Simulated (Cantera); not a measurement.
A Cantera script and what it prints.

```python
import numpy as np
import cantera as ct

gas_names = """
    B BCL BCL2 BCL3 BH BH2 BH3 BN B2 CL CL2 H HCL H2 N NH NH2 NH3 N2 N2H2 N2H4
""".split()
cond_names = """
    B(b) B(L) BN(s) NH4CL(a) NH4CL(b)
""".split()


# ... load() reads the species with a 1 bar reference pressure and builds the phases ...
atoms = {
    'BN': {'B': 1, 'N': 1},
    'HCl': {'H': 1, 'CL': 1},
    'N2': {'N': 2},
}
top_T = {'BN(s)': 3200}  # K; cautious upper limits of use, not melting points


# ... equilibrate(T, P, feed) seeds the gas with the atoms and calls Mixture.equilibrate('TP', solver="vcs", rtol=1e-11, max_steps=5000) ...
results = []
feed = {'BN': 1, 'HCl': 17, 'N2': 19}  # mol
T = 1100  # K
P = 6100  # Pa
mix = equilibrate(T, P, feed)
results.append((T, P, feed, dict(zip(mix.species_names, mix.species_moles))))
x = sorted(zip(gas.X, gas.species_names), reverse=True)
print(f"T = {T:g} K  P = {P:g} Pa  gas = {mix.phase_moles(0):.4g} mol")
print("   x: " + "  ".join(f"{s} {v:.3e}" for v, s in x if v > 1e-06))
print("   condensed (mol): " + ("  ".join(f"{mix.phase(i).name} {mix.phase_moles(i):.4g}"
      for i in range(1, mix.n_phases) if mix.phase_moles(i) > 1e-12) or "none"))
```

It prints:

```
T = 1100 K  P = 6100 Pa  gas = 36 mol
   x: N2 5.292e-01  HCL 4.638e-01  H2 4.208e-03  BCL3 2.805e-03
   condensed (mol): BN(s) 0.899
```

Cantera equilibrium calculation (NASA polynomials, part measured and part estimated; ideal gas, pure solids and liquids). Gases not in the tables: BHCl2.
